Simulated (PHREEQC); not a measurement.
1 kg of water holding 0.14 mol NaHCO3 and 0.054 mol KCl meets 20 L of dry gas (CO2 1 by moles) at fixed total pressure, at 5 atm; fugacities by Peng-Robinson. The gases take part in no redox reaction, some water evaporates into the gas, and hydrates or a liquid gas phase aren't modelled. Nothing may precipitate in this run.

Equilibrium calculation in PHREEQC: ion-association model, phreeqc.dat.

| T (°C) | dissolved CO2 (all carbonate carbon) (mol/kgw) | φ of CO2 | pH |
|---|---|---|---|
| 10 | 0.388 | 0.968 | 6.06 |
| 20 | … | 0.971 | 6.11 |
| 30 | … | 0.974 | 6.18 |
| 40 | … | 0.976 | … |
| 50 | 0.229 | 0.979 | 6.32 |
| 60 | 0.214 | 0.981 | … |
| 70 | 0.203 | 0.982 | 6.49 |
| 80 | … | 0.984 | … |
| 90 | 0.186 | 0.986 | 6.69 |

**Question.** Some entries are withheld; supply them.

**Answer.** 
- 20, dissolved CO2 (all carbonate carbon) (mol/kgw): 0.321
- 30, dissolved CO2 (all carbonate carbon) (mol/kgw): 0.278
- 40, dissolved CO2 (all carbonate carbon) (mol/kgw): 0.249
- 40, pH: 6.25
- 60, pH: 6.40
- 80, dissolved CO2 (all carbonate carbon) (mol/kgw): 0.194
- 80, pH: 6.58

Complexes and solids missing from the database can't appear. At this temperature some constants are extrapolated from 25 °C, and those without enthalpy data are left unchanged.
